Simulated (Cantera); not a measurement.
An isothermal, constant-pressure homogeneous reactor starts with H2 : O2 = 0.0085 : 1 (molar parts), at 1250 K and 0.00390 bar.

Computed with Cantera and the H2/O2 subset of GRI-Mech 3.0, which has no nitrogen chemistry. Radical loss at walls, strong at low pressure, is not modelled.

x: mole fraction; the columns are a selection and need not sum to one.

```tsv
t (s)	x H2	x O2	x H	x H2O2	x OH	x H2O
0.000300	0.00843	0.992	6.67e-10	<1e-12	1.06e-9	1.01e-10
0.00147	0.00843	0.992	1.70e-9	1.80e-12	9.48e-9	4.74e-9
0.00721	0.00843	0.992	4.75e-8	4.00e-11	3.85e-7	5.29e-7
0.0353	[?]	0.984	[?]	[?]	[?]	0.00741
0.173	2.89e-5	0.984	0.000271	4.22e-9	0.000768	0.00788
0.849	[?]	0.985	[?]	4.10e-9	[?]	0.00797
4.16	1.09e-5	0.989	6.05e-5	3.48e-9	0.000472	0.00817
20.4	1.61e-6	0.991	3.39e-6	1.67e-9	0.000182	0.00837
100	1.22e-7	0.991	6.98e-8	3.07e-10	5.01e-5	0.00844
```

**Question.** Complete the blanks.

**Answer.** 
- 0.0353, x H2: 0.000235
- 0.0353, x H: 0.000405
- 0.0353, x H2O2: 8.87e-9
- 0.0353, x OH: 0.00116
- 0.849, x H2: 2.37e-5
- 0.849, x H: 0.000199
- 0.849, x OH: 0.000696
